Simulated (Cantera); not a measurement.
Cantera run:

```python
import numpy as np
import cantera as ct

gas_names = """
    CL CL2 H HCL H2 N NH NH2 NH3 N2 N2H2 N2H4 Si SiCL SiCL2 SiCL3 SiCL4 SiH SiHCL3 SiH2 SiH2CL2 SiH3
    SiH3CL SiH4 SiN Si2 Si2N Si3
""".split()
cond_names = """
    NH4CL(a) NH4CL(b) Si(cr) Si(L) Si3N4(a)
""".split()


def load(file, names, dense=False):
    # The tables refer to 1 bar. Condensed volumes are neglected.
    table = {s.name: s for s in ct.Species.list_from_file(file)}
    out = []
    for n in names:
        d = dict(table[n].input_data)
        d["thermo"] = dict(d["thermo"], **{"reference-pressure": 1e5})
        if dense:
            d["equation-of-state"] = {"model": "constant-volume", "density": "1e6 g/cm^3"}
        out.append(ct.Species.from_dict(d))
    return out


gas = ct.Solution(thermo="ideal-gas", species=load("nasa_gas.yaml", gas_names))
cond = {s.name: ct.Solution(thermo="fixed-stoichiometry", species=[s], name=s.name)
        for s in load("nasa_condensed.yaml", cond_names, dense=True)}
atoms = {
    'SiHCl3': {'Si': 1, 'H': 1, 'CL': 3},
    'NH3': {'N': 1, 'H': 3},
    'H2': {'H': 2},
}
top_T = {'Si3N4(a)': 2400}  # K; cautious upper limits of use, not melting points


def equilibrate(T, P, feed):
    n = {}
    for name, mol in feed.items():
        for a, k in atoms[name].items():
            n[a] = n.get(a, 0.0) + k * mol
    gas.TPX = T, P, n
    mass = sum(n.values()) * gas.mean_molecular_weight
    gas.equilibrate("TP")
    valid = [c for c in cond.values() if c.min_temp <= T <= top_T.get(c.name, c.max_temp)]
    mix = ct.Mixture([(gas, mass / gas.mean_molecular_weight)] + [(c, 0.0) for c in valid])
    mix.T, mix.P = T, P
    mix.equilibrate("TP", solver="vcs", rtol=1e-11, max_steps=5000)
    return mix


results = []
P = 120  # Pa
for T in [1425, 1475, 1525, 1575, 1625, 1675, 1725, 1775, 1825, 1875, 1925]:
    for m in [7.7, 12, 16, 21, 25, 30, 34]:
        feed = {'SiHCl3': 1, 'NH3': 17, 'H2': m}  # mol
        mix = equilibrate(T, P, feed)
        results.append((T, P, feed, dict(zip(mix.species_names, mix.species_moles))))

for T, P, feed, n in results:
    print(f"{T:7g} {feed['H2']:10.4g}  " + (" + ".join(c for c in cond_names if n.get(c, 0) > 1e-12) or "gas only"))
```

Result:

```
   1425        7.7  Si3N4(a)
   1425         12  Si3N4(a)
   1425         16  Si3N4(a)
   1425         21  Si3N4(a)
   1425         25  Si3N4(a)
   1425         30  Si3N4(a)
   1425         34  Si3N4(a)
   1475        7.7  Si3N4(a)
   1475         12  Si3N4(a)
   1475         16  Si3N4(a)
   1475         21  Si3N4(a)
   1475         25  Si3N4(a)
   1475         30  Si3N4(a)
   1475         34  Si3N4(a)
   1525        7.7  Si3N4(a)
   1525         12  Si3N4(a)
   1525         16  Si3N4(a)
   1525         21  Si3N4(a)
   1525         25  Si3N4(a)
   1525         30  Si3N4(a)
   1525         34  Si3N4(a)
   1575        7.7  Si3N4(a)
   1575         12  Si3N4(a)
   1575         16  Si(cr) + Si3N4(a)
   1575         21  Si(cr)
   1575         25  Si(cr)
   1575         30  Si(cr)
   1575         34  Si(cr)
   1625        7.7  Si(cr)
   1625         12  Si(cr)
   1625         16  Si(cr)
   1625         21  Si(cr)
   1625         25  Si(cr)
   1625         30  Si(cr)
   1625         34  Si(cr)
   1675        7.7  Si(cr)
   1675         12  Si(cr)
   1675         16  Si(cr)
   1675         21  Si(cr)
   1675         25  Si(cr)
   1675         30  Si(cr)
   1675         34  Si(cr)
   1725        7.7  Si(L)
   1725         12  Si(L)
   1725         16  Si(L)
   1725         21  Si(L)
   1725         25  Si(L)
   1725         30  Si(L)
   1725         34  Si(L)
   1775        7.7  Si(L)
   1775         12  Si(L)
   1775         16  Si(L)
   1775         21  Si(L)
   1775         25  Si(L)
   1775         30  Si(L)
   1775         34  Si(L)
   1825        7.7  Si(L)
   1825         12  Si(L)
   1825         16  Si(L)
   1825         21  Si(L)
   1825         25  Si(L)
   1825         30  Si(L)
   1825         34  Si(L)
   1875        7.7  Si(L)
   1875         12  Si(L)
   1875         16  Si(L)
   1875         21  Si(L)
   1875         25  Si(L)
   1875         30  Si(L)
   1875         34  Si(L)
   1925        7.7  gas only
   1925         12  gas only
   1925         16  gas only
   1925         21  gas only
   1925         25  gas only
   1925         30  gas only
   1925         34  gas only
```

Equilibrium computed with Cantera from the NASA thermochemical tables; the gas is ideal and each condensed phase is pure. Mutual solubility and eutectic melting of coexisting phases are not modelled. The tables' values for SiCl3 are old estimates.
